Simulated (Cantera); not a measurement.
## Ammonia decomposition in nitride growth gas

An isothermal, constant-pressure homogeneous reactor starts with NH3 : H2 : N2 = 1 : 2.1 : 0.0053 (molar parts), at 1573 K and 1.00 bar.

Model: the gas-phase N/H chemistry of the illustrative SiF4/NH3 mechanism in the Surface Chemkin manual (1991), integrated in Cantera. Walls and surfaces, which speed up NH3 decomposition in real reactors, are not modelled.

```json
[
 {"t (s)": "0.000900", "x NH3": "0.322", "x H2": "0.676", "x N2H4": "2.75e-9", "x NH2": "8.31e-6", "x N2H2": "3.89e-9"},
 {"t (s)": "0.00288", "x NH3": "0.322", "x H2": "0.676", "x N2H4": "1.88e-8", "x NH2": "2.17e-5", "x N2H2": "2.91e-8"},
 {"t (s)": "0.00924", "x NH3": "0.322", "x H2": "0.676", "x N2H4": "3.32e-8", "x NH2": "2.88e-5", "x N2H2": "5.32e-8"},
 {"t (s)": "0.0296", "x NH3": "0.322", "x H2": "0.676", "x N2H4": "3.33e-8", "x NH2": "2.89e-5", "x N2H2": "5.35e-8"},
 {"t (s)": "0.0949", "x NH3": "0.321", "x H2": "0.677", "x N2H4": "3.32e-8", "x NH2": "2.88e-5", "x N2H2": "5.33e-8"},
 {"t (s)": "0.304", "x NH3": "0.319", "x H2": "0.678", "x N2H4": "3.27e-8", "x NH2": "2.86e-5", "x N2H2": "5.25e-8"},
 {"t (s)": "0.974", "x NH3": "0.311", "x H2": "0.683", "x N2H4": "3.14e-8", "x NH2": "2.80e-5", "x N2H2": "5.01e-8"},
 {"t (s)": "3.12", "x NH3": "0.289", "x H2": "0.697", "x N2H4": "2.76e-8", "x NH2": "2.63e-5", "x N2H2": "4.36e-8"},
 {"t (s)": "10.0", "x NH3": "0.237", "x H2": "0.729", "x N2H4": "1.92e-8", "x NH2": "2.19e-5", "x N2H2": "2.95e-8"}
]
```
x: mole fraction; the columns are a selection and need not sum to one.

Equilibrium at this temperature and pressure: NH3 1.43e-5, H2 0.877, N2H4 <1e-12, NH2 1.46e-9, N2H2 <1e-12 (gas phase only).
